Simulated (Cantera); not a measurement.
An isothermal, constant-pressure homogeneous reactor starts with 0.581 % H2, 98.4 % O2, 0.984 % H2O, at 1198 K and 0.0263 atm.

Computed with Cantera and the H2/O2 subset of GRI-Mech 3.0, which has no nitrogen chemistry. Radical loss at walls, strong at low pressure, is not modelled.

One state of this run: x H2 = 3.68e-8; x O2 = 0.984; x H2O = 0.0157; x O = 4.46e-6; x OH = 2.32e-5. x: mole fraction; the columns are a selection and need not sum to one.

Question: Which value of t (s) does it belong to?
A. 3.84
B. 0.368
C. 0.00105
D. 12.4

Answer: A, 3.84
